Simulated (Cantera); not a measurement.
A closed system holds: 1 mol C3H8, 0.64 mol NH3, at 1200 °C and 1.00 Torr.

These are equilibrium values from Cantera (NASA tables, ideal gas, pure condensed phases), not measurements of a reactor. Candidate condensed phases: C, C6H6, C7H8, C8H18; 92 gas species. Rates play no part.

Base state: H2 0.939, N2 0.0605, H 0.000336, HCN 0.000208 (mole fractions); condensed: C(graphite).

Problem. What changes in the equilibrium state with this change: temperature from 1200 °C to 1750 °C?

Solution. 
```csv
species,before,after
H2,0.939,0.889
N2,0.0605,0.0572
H,0.000336,0.0490
HCN,0.000208,0.00364
C2H2 (acetylene),6.12e-6,0.000794
HNC,3.21e-6,0.000215
"C(graphite), mol",3.00,2.97
```

Problem. What changes in the equilibrium state with this change: NH3 from 0.64 to 1.6 mol?

Solution. 
```json
[
 {"species": "H2", "before": "0.939", "after": "0.888"},
 {"species": "N2", "before": "0.0605", "after": "0.111"},
 {"species": "H", "before": "0.000336", "after": "0.000327"},
 {"species": "HCN", "before": "0.000208", "after": "0.000274"},
 {"species": "C(graphite), mol", "before": "3.00", "after": "3.00"}
]
```
